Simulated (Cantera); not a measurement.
A Cantera script and what it prints.

```python
import numpy as np
import cantera as ct

gas_names = """
    B BH BH2 BH3 BO BO2 B2 B2O B2O2 B2O3 B3O3H3 H HBO HBO2 HO2 H2 H2O H2O2 H3B3O6 O OH O2 O3
""".split()
cond_names = """
    B(b) B(L) B2O3(L) B3O3H3(cr) H2O(s) H2O(L)
""".split()


# ... load() reads the species with a 1 bar reference pressure and builds the phases ...
atoms = {
    'B2O3': {'B': 2, 'O': 3},
    'O2': {'O': 2},
    'H2': {'H': 2},
}
top_T = {}  # K; cautious upper limits of use, not melting points


# ... equilibrate(T, P, feed) seeds the gas with the atoms and calls Mixture.equilibrate('TP', solver="vcs", rtol=1e-11, max_steps=5000) ...
results = []
T = 2250  # K
P = 93000  # Pa
for m in [0.13, 0.19, 0.27, 0.39, 0.57, 0.83, 1.2, 1.8, 2.6, 3.7, 5.4]:
    feed = {'B2O3': 1, 'O2': m, 'H2': 1.1}  # mol
    mix = equilibrate(T, P, feed)
    results.append((T, P, feed, dict(zip(mix.species_names, mix.species_moles))))
    x = sorted(zip(gas.X, gas.species_names), reverse=True)
    print(f"T = {T:g} K  P = {P:g} Pa  n(O2) = {m:g} mol  gas = {mix.phase_moles(0):.4g} mol")
    print("   x: " + "  ".join(f"{s} {v:.3e}" for v, s in x if v > 1e-06))
    print("   condensed (mol): " + ("  ".join(f"{mix.phase(i).name} {mix.phase_moles(i):.4g}"
          for i in range(1, mix.n_phases) if mix.phase_moles(i) > 1e-12) or "none"))
```

Output:

```
T = 2250 K  P = 93000 Pa  n(O2) = 0.13 mol  gas = 2.111 mol
   x: H2 3.489e-01  B2O3 3.213e-01  HBO2 2.467e-01  HBO 3.670e-02  H2O 2.816e-02  B2O2 7.546e-03  BO 5.582e-03  H 4.549e-03  BO2 5.814e-04  OH 5.515e-05  H3B3O6 2.788e-06
   condensed (mol): none
T = 2250 K  P = 93000 Pa  n(O2) = 0.19 mol  gas = 2.11 mol
   x: H2 3.089e-01  HBO2 3.047e-01  B2O3 3.030e-01  H2O 4.558e-02  HBO 2.480e-02  H 4.280e-03  BO 4.009e-03  B2O2 3.892e-03  BO2 7.633e-04  OH 9.487e-05  H3B3O6 5.257e-06
   condensed (mol): none
T = 2250 K  P = 93000 Pa  n(O2) = 0.27 mol  gas = 2.108 mol
   x: HBO2 3.773e-01  B2O3 2.749e-01  H2 2.468e-01  H2O 7.701e-02  HBO 1.452e-02  H 3.826e-03  BO 2.626e-03  B2O2 1.670e-03  BO2 1.057e-03  OH 1.793e-04  H3B3O6 9.981e-06  O 1.917e-06
   condensed (mol): none
T = 2250 K  P = 93000 Pa  n(O2) = 0.39 mol  gas = 2.107 mol
   x: HBO2 4.686e-01  B2O3 2.354e-01  H2 1.445e-01  H2O 1.387e-01  HBO 5.861e-03  H 2.927e-03  BO2 1.716e-03  BO 1.385e-03  B2O2 4.648e-04  OH 4.222e-04  H3B3O6 1.912e-05  O 5.898e-06  O2 2.377e-06
   condensed (mol): none
T = 2250 K  P = 93000 Pa  n(O2) = 0.57 mol  gas = 2.134 mol
   x: HBO2 5.469e-01  H2O 2.352e-01  B2O3 1.891e-01  BO2 1.159e-02  O2 7.658e-03  H2 4.316e-03  OH 4.142e-03  H 5.059e-04  O 3.348e-04  BO 1.648e-04  HBO 1.205e-04  H3B3O6 3.038e-05  B2O2 6.577e-06
   condensed (mol): none
T = 2250 K  P = 93000 Pa  n(O2) = 0.83 mol  gas = 2.4 mol
   x: HBO2 4.834e-01  H2O 2.115e-01  B2O3 1.643e-01  O2 1.095e-01  BO2 2.100e-02  OH 7.637e-03  O 1.266e-03  H2 1.027e-03  H 2.468e-04  BO 7.900e-05  HBO 2.818e-05  H3B3O6 2.099e-05  HO2 6.115e-06  B2O2 1.511e-06
   condensed (mol): none
T = 2250 K  P = 93000 Pa  n(O2) = 1.2 mol  gas = 2.776 mol
   x: HBO2 4.161e-01  O2 2.257e-01  H2O 1.832e-01  B2O3 1.405e-01  BO2 2.328e-02  OH 8.517e-03  O 1.818e-03  H2 6.194e-04  H 1.917e-04  BO 6.097e-05  HBO 1.689e-05  H3B3O6 1.338e-05  HO2 9.792e-06
   condensed (mol): none
T = 2250 K  P = 93000 Pa  n(O2) = 1.8 mol  gas = 3.382 mol
   x: O2 3.606e-01  HBO2 3.397e-01  H2O 1.505e-01  B2O3 1.140e-01  BO2 2.357e-02  OH 8.680e-03  O 2.297e-03  H2 4.026e-04  H 1.545e-04  BO 4.884e-05  HO2 1.261e-05  HBO 1.091e-05  H3B3O6 7.282e-06
   condensed (mol): none
T = 2250 K  P = 93000 Pa  n(O2) = 2.6 mol  gas = 4.189 mol
   x: O2 4.805e-01  HBO2 2.728e-01  H2O 1.216e-01  B2O3 9.098e-02  BO2 2.262e-02  OH 8.383e-03  O 2.652e-03  H2 2.818e-04  H 1.293e-04  BO 4.061e-05  HO2 1.406e-05  HBO 7.589e-06  H3B3O6 3.771e-06
   condensed (mol): none
T = 2250 K  P = 93000 Pa  n(O2) = 3.7 mol  gas = 5.297 mol
   x: O2 5.861e-01  HBO2 2.144e-01  H2O 9.626e-02  B2O3 7.104e-02  BO2 2.101e-02  OH 7.837e-03  O 2.929e-03  H2 2.019e-04  H 1.094e-04  BO 3.415e-05  HO2 1.452e-05  HBO 5.401e-06  H3B3O6 1.832e-06
   condensed (mol): none
T = 2250 K  P = 93000 Pa  n(O2) = 5.4 mol  gas = 7.008 mol
   x: O2 6.841e-01  HBO2 1.608e-01  H2O 7.281e-02  B2O3 5.284e-02  BO2 1.883e-02  OH 7.085e-03  O 3.165e-03  H2 1.414e-04  H 9.156e-05  BO 2.834e-05  HO2 1.418e-05  HBO 3.750e-06
   condensed (mol): none
```

Method: chemical equilibrium by Gibbs-energy minimisation in Cantera with the NASA 1993 tables (ideal gas, pure condensed phases).
